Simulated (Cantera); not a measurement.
## Equilibrium for silicon nitride deposition: trisilylamine + N₂

Feed: 1 mol trisilylamine, a varied amount of N₂, held at 1423 K and 1.00 Torr.

Cantera equilibrium calculation (NASA polynomials, part measured and part estimated; ideal gas, pure solids and liquids). Candidate condensed phases: Si, Si₃N₄; 18 gas species. The feed counts by its element totals alone. Mutual solubility and eutectic melting of coexisting phases are not modelled. Kinetics and transport are ignored.

```csv
n(N₂) (mol),log p H₂,log p N₂,log p H,log p Si,n Si(s),n Si₃N₄(s)
1.4,-2.88,-5.02,-6.62,-8.82,0.199,0.934
1.9,-2.91,-3.96,-6.63,-9.52,0,1.000
2.7,-2.98,-3.55,-6.67,-9.79,0,1.00
3.7,-3.05,-3.36,-6.70,-9.92,0,1.00
5.2,-3.14,-3.22,-6.75,-10.01,0,1.00
7.2,-3.23,-3.13,-6.79,-10.08,0,1.00
10,-3.34,-3.06,-6.85,-10.12,0,1.00
14,-3.45,-3.01,-6.90,-10.16,0,1.00
19,-3.56,-2.97,-6.96,-10.18,0,1.00
```
log p: log10 of the partial pressure in bar; n: condensed amount in mol.

At 1.4 mol N₂ the condensed part is Si(s) + Si₃N₄(s). From 1.9 mol N₂ to 19 mol N₂ the condensed part is Si₃N₄(s). The main Si-bearing gas is Si throughout.
